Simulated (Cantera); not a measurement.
Cantera run, input and output.

```python
import numpy as np
import cantera as ct

surf = ct.Interface("ptcombust.yaml", "Pt_surf")
gas = surf.adjacent["gas"]
gas.TPX = 500, 100000, {'H2': 0.013, 'O2': 0.09, 'N2': 0.79}
surf.TP = 500, 100000
reactor = ct.FlowReactor(gas, clone=False)
reactor.area = 0.0001  # m2
reactor.surface_area_to_volume_ratio = 5100  # 1/m
reactor.mass_flow_rate = 2.9 * reactor.area * gas.density  # inlet velocity 2.9 m/s
reactor.energy_enabled = False
wall = ct.ReactorSurface(surf, reactor, clone=False)
net = ct.ReactorNet([reactor])
net.rtol, net.atol = 1e-8, 1e-16
show, cover = ['H2', 'O2', 'H2O'], ['PT(S)', 'H(S)', 'O(S)', 'OH(S)', 'CO(S)', 'C(S)']

rows = []
print(f"{'z/m':>9s}{'u/(m/s)':>9s}" + "".join(f"{s:>13s}" for s in show + cover))
for z in [0.00017, 0.00034, 0.00065, 0.0013, 0.0024, 0.0047, 0.009, 0.017]:
    net.advance(z)
    rows.append([reactor.speed, *gas[show].X, *surf[cover].coverages])
    print(f"{z:9.4g}{rows[-1][0]:9.3g}" + "".join(f"{x:13.4e}" for x in rows[-1][1:]))
```

Result:

```
      z/m  u/(m/s)           H2           O2          H2O        PT(S)         H(S)         O(S)        OH(S)        CO(S)         C(S)
  0.00017     2.89   5.2862e-03   9.6585e-02   9.3395e-03   8.0216e-02   3.6721e-08   8.8348e-01   3.6130e-02   1.4818e-26   2.6874e-31
  0.00034     2.88   3.1984e-03   9.5639e-02   1.1443e-02   4.9014e-02   1.3130e-08   9.2039e-01   3.0471e-02  -1.1744e-25  -4.1113e-30
  0.00065     2.88   1.8518e-03   9.5029e-02   1.2799e-02   2.8561e-02   4.3461e-09   9.4697e-01   2.4393e-02  -5.5675e-24   5.1439e-30
   0.0013     2.88   9.8071e-04   9.4635e-02   1.3677e-02   1.5189e-02   1.2151e-09   9.6642e-01   1.8345e-02  -4.3114e-25  -3.0829e-30
   0.0024     2.88   5.4518e-04   9.4438e-02   1.4115e-02   8.4612e-03   3.7763e-10   9.7760e-01   1.3911e-02   2.9410e-25   1.5151e-29
   0.0047     2.88   2.8242e-04   9.4319e-02   1.4380e-02   4.3888e-03   1.0286e-10   9.8548e-01   1.0119e-02   6.8280e-25   2.6835e-29
    0.009     2.88   1.4848e-04   9.4258e-02   1.4515e-02   2.3092e-03   2.9112e-11   9.9030e-01   7.3806e-03   6.7174e-27   3.7522e-32
    0.017     2.88   7.8845e-05   9.4226e-02   1.4585e-02   1.2273e-03   8.4918e-12   9.9337e-01   5.3976e-03   7.1894e-27  -2.7240e-30
```

Detailed kinetics in Cantera: Deutschmann's 1995 Pt surface mechanism with GRI-Mech 3.0 gas chemistry. Catalytic surfaces can have several steady states; this one follows from the mechanism file's or the stated starting coverage. Mass transfer to the wall is taken as infinitely fast.
